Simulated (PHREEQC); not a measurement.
Make-up at 75 °C: 2.9 mmol/kgw H2SO4 and 27 mmol/kgw CuSO4. Closed to the air; pH follows from the charge balance.

The numbers come from PHREEQC with the ion-association model, phreeqc.dat.

- pH = 2.82
- ionic strength = 0.0655 mol/kgw
- specific conductance = 8750 µS/cm
- density = 0.979 g/cm³
- total alkalinity = -5.80 meq/kg

| species | molality | activity | log γ |
|---|---|---|---|
| Cu+2 | 0.0162 | 0.00674 | -0.381 |
| SO4-2 | 0.0151 | 0.00593 | -0.406 |
| CuSO4 | 0.0108 | 0.0110 | 0.007 |
| HSO4- | 0.00396 | 0.00312 | -0.104 |
| H+ | 0.00184 | 0.00152 | -0.081 |
| Cu2(OH)2+2 | 1.57e-7 | 6.01e-8 | -0.416 |
| CuOH+ | 5.67e-8 | 4.42e-8 | -0.107 |

Precipitation was switched off in this run. Complexes and solids missing from the database can't appear. Constants without temperature data keep their 25 °C values here.
